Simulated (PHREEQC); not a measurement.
Make-up at 15 °C: 0.002 mol/kgw H2SO4, 0.00029 mol/kgw FeSO4 and 0.00081 mol/kgw Na2SO4. Closed to the air; pH follows from the charge balance.

The numbers come from PHREEQC with the ion-association model, phreeqc.dat.

pH: 2.49
ionic strength: 0.00840 mol/kgw
specific conductance: 1280 µS/cm
total alkalinity: -4.00 meq/kg

```tsv
species	molality	activity	log γ
H+	0.00351	0.00323	-0.036
SO4-2	0.00255	0.00176	-0.160
Na+	0.00161	0.00146	-0.040
HSO4-	0.000493	0.000449	-0.041
Fe+2	0.000245	0.000171	-0.156
FeSO4	4.42e-5	4.43e-5	0.001
NaSO4-	1.33e-5	1.21e-5	-0.040
FeHSO4+	1.01e-6	9.22e-7	-0.041
```

No solid was allowed to form. Complexes and solids missing from the database can't appear.
